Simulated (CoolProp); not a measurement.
A simple Rankine cycle with water: condensing at 293.15 K, boiler at 0.0701 MPa, turbine inlet 368.1 K, turbine efficiency 0.75, pump efficiency 0.6, no recuperator. Each further row changes one setting.

Values from CoolProp's reference Helmholtz-energy equation of state, Wagner 2002.

```csv
case,thermal efficiency (%),net work (kJ/kg),heat in (kJ/kg),turbine exit temperature (K),volume ratio over the turbine
as stated,13.7,354,2590,293.1,…
turbine inlet 388.1 K,13.7,361,2630,293.1,…
condensing temperature 285.15 K,15.2,398,2620,285.1,35.1
boiler pressure 0.0491 MPa,12.3,…,2590,293.1,15.6
turbine efficiency 0.65,11.9,…,2590,293.1,22.4
```

**Question.** Fill in the missing entries.

**Answer.** 
- as stated, volume ratio over the turbine: 21.9
- turbine inlet 388.1 K, volume ratio over the turbine: 21.0
- boiler pressure 0.0491 MPa, net work (kJ/kg): 319
- turbine efficiency 0.65, net work (kJ/kg): 307

The expansion ends wet for: as stated; turbine inlet 388.1 K; condensing temperature 285.15 K; boiler pressure 0.0491 MPa; turbine efficiency 0.65.
